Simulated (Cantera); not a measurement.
What does this Cantera script print?

```python
import numpy as np
import cantera as ct

gas = ct.Solution("gri30.yaml", transport_model="mixture-averaged")
show = ['O', 'H', 'NH3']

rows = []
print(f"{'T/K':>7s}{'rho':>11s}{'cp':>10s}{'mu':>11s}{'lambda':>11s}{'Pr':>7s}" + "".join(f"{'D_' + s:>11s}" for s in show))
for T in [400, 600, 800, 1000, 1200, 1400, 1600]:
    gas.TPX = T, 101325, {'O2': 0.24}
    Pr = gas.cp_mass * gas.viscosity / gas.thermal_conductivity
    D = [gas.mix_diff_coeffs_mole[gas.species_index(s)] for s in show]
    rows.append([gas.density, gas.cp_mass, gas.viscosity, gas.thermal_conductivity, Pr, *D])
    print(f"{T:7g}{gas.density:11.4e}{gas.cp_mass:10.1f}{gas.viscosity:11.4e}"
          f"{gas.thermal_conductivity:11.4e}{Pr:7.3f}" + "".join(f"{d:11.4e}" for d in D))
print("SI units: kg/m3, J/kg/K, Pa s, W/m/K, m2/s")
```

Result:

```
    T/K        rho        cp         mu     lambda     Pr        D_O        D_H      D_NH3
    400 9.7487e-01     941.4 2.5629e-05 3.3852e-02  0.713 5.4341e-05 2.1246e-04 3.8535e-05
    600 6.4991e-01    1002.6 3.4077e-05 4.8204e-02  0.709 1.0835e-04 4.2879e-04 8.1244e-05
    800 4.8743e-01    1054.7 4.1353e-05 6.1440e-02  0.710 1.7564e-04 6.9882e-04 1.3542e-04
   1000 3.8995e-01    1090.2 4.7912e-05 7.3608e-02  0.710 2.5488e-04 1.0170e-03 1.9963e-04
   1200 3.2496e-01    1114.2 5.3973e-05 8.4942e-02  0.708 3.4516e-04 1.3794e-03 2.7294e-04
   1400 2.7853e-01    1134.2 5.9661e-05 9.5657e-02  0.707 4.4582e-04 1.7834e-03 3.5469e-04
   1600 2.4372e-01    1151.4 6.5055e-05 1.0592e-01  0.707 5.5632e-04 2.2268e-03 4.4439e-04
SI units: kg/m3, J/kg/K, Pa s, W/m/K, m2/s
```

Cantera simulation using GRI-Mech 3.0 (53 species, 325 reactions); the numbers are that mechanism's predictions, not measurements.
